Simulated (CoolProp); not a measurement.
Cyclopentane at 293.15 K and 1.41 MPa is throttled through a valve to 0.733 MPa with no heat exchange. Each further row changes one setting.

The numbers come from the reference Helmholtz-energy equation of state, Gedanitz 2015 in CoolProp.

| case | temperature change (K) | final density (kg/m³) |
|---|---|---|
| as stated | [?] | 746 |
| outlet pressure 0.22 MPa | [?] | 745 |
| outlet pressure 0.953 MPa | [?] | 746 |

Fill in the missing entries.


- as stated, temperature change (K): +0.3
- outlet pressure 0.22 MPa, temperature change (K): +0.6
- outlet pressure 0.953 MPa, temperature change (K): +0.2
